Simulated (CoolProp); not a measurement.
A Linde-Hampson liquefier for ethane: isothermal reversible compression at 320 K from 1 atm to 15 MPa, throttling to 1 atm, return gas leaving the recuperator 0 K below the feed. Each further row changes one setting.

The numbers come from the reference Helmholtz-energy equation of state, Bücker 2006 in CoolProp.

```json
[
 {"case": "as stated", "liquid yield per pass": "0.457", "compression work (kJ/kg of gas)": "353"},
 {"case": "high pressure 30 MPa", "liquid yield per pass": "0.467", "compression work (kJ/kg of gas)": "390"},
 {"case": "warm-end temperature 350 K", "liquid yield per pass": "0.359", "compression work (kJ/kg of gas)": "414"},
 {"case": "warm-end gap 5 K", "liquid yield per pass": "0.450", "compression work (kJ/kg of gas)": "353"}
]
```
